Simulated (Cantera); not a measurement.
An isothermal, constant-pressure homogeneous reactor starts with H2 : O2 : N2 : H2O = 1.7 : 1 : 5.8 : 0.55 (molar parts), at 1075 K and 0.513 atm.

Model: GRI-Mech 3.0 (53 species, 325 reactions), integrated in Cantera. The temperature is held fixed by assumption; the heat of reaction is taken as removed at once.

One state of this run: x H2 = 5.33e-9; x O2 = 0.0183; x NO = 1.48e-6; x H2O2 = 7.26e-11; x H = 1.29e-12. x: mole fraction; the columns are a selection and need not sum to one.

**Question.** Which value of t (s) does it belong to?
(A) 4.00e-5
(B) 1.03
(C) 0.000171
(D) 4.39

**Answer.** D, 4.39
